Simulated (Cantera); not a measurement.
Cantera run:

```python
import numpy as np
import cantera as ct

gas_names = [...]  # 109 gases of nasa_gas.yaml made of C, Cl, H, Si
cond_names = """
    C(gr) C6H6(L) C7H8(L) C8H18(L),n-octa Si(cr) Si(L) SiC(b)
""".split()


# ... load() reads the species with a 1 bar reference pressure and builds the phases ...
atoms = {
    'CH3Cl': {'C': 1, 'H': 3, 'CL': 1},
    'Si': {'Si': 1},
    'H2': {'H': 2},
}
top_T = {'C(gr)': 4500, 'SiC(b)': 3050}  # K; cautious upper limits of use, not melting points


# ... equilibrate(T, P, feed) seeds the gas with the atoms and calls Mixture.equilibrate('TP', solver="vcs", rtol=1e-11, max_steps=5000) ...
results = []
feed = {'CH3Cl': 1, 'Si': 1.4, 'H2': 2.1}  # mol
T = 1425  # K
P = 1333.22  # Pa
mix = equilibrate(T, P, feed)
results.append((T, P, feed, dict(zip(mix.species_names, mix.species_moles))))
x = sorted(zip(gas.X, gas.species_names), reverse=True)
print(f"T = {T:g} K  P = {P:g} Pa  gas = {mix.phase_moles(0):.4g} mol")
print("   x: " + "  ".join(f"{s} {v:.3e}" for v, s in x if v > 0.0001))
print("   condensed (mol): " + ("  ".join(f"{mix.phase(i).name} {mix.phase_moles(i):.4g}"
      for i in range(1, mix.n_phases) if mix.phase_moles(i) > 1e-12) or "none"))
```

Result:

```
T = 1425 K  P = 1333.22 Pa  gas = 4.087 mol
   x: H2 8.199e-01  HCL 1.212e-01  SiCL2 5.406e-02  SiCL3 3.462e-03  SiCL4 8.721e-04  SiHCL3 4.617e-04
   condensed (mol): Si(cr) 0.1592  SiC(b) 1
```

These are equilibrium values from Cantera (NASA tables, ideal gas, pure condensed phases), not measurements of a reactor. Mutual solubility and eutectic melting of coexisting phases are not modelled. The tables' values for SiCl3 are old estimates; treat these amounts as uncertain.
